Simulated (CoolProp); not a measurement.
Saturation properties of n-decane (Tc = 617.7 K, pc = 2.101 MPa, ω = 0.488).

Model: reference Helmholtz-energy equation of state, Lemmon 2006, in CoolProp. It is a short technical equation, of lower accuracy than the large ones.

```tsv
T (K)	p (MPa)	liquid density (kg/m³)	liquid conductivity (mW/(m K))
347	0.003058	688.3	117
358.1	0.005091	679.4	114
369.2	0.008160	670.5	112
380.3	0.01264	661.5	109
391.4	0.01898	652.4	107
402.5	0.02772	643.2	104
413.6	0.03949	633.7	102
424.7	0.05498	624.1	99.5
435.8	0.07499	614.3	97.2
446.9	0.1004	604.2	95.0
458	0.1321	593.9	92.9
469.1	0.1711	583.2	90.8
```

It boils at 447.3 K under 1 atm.

Thermal conductivity comes from a separate model (Huber 2005).
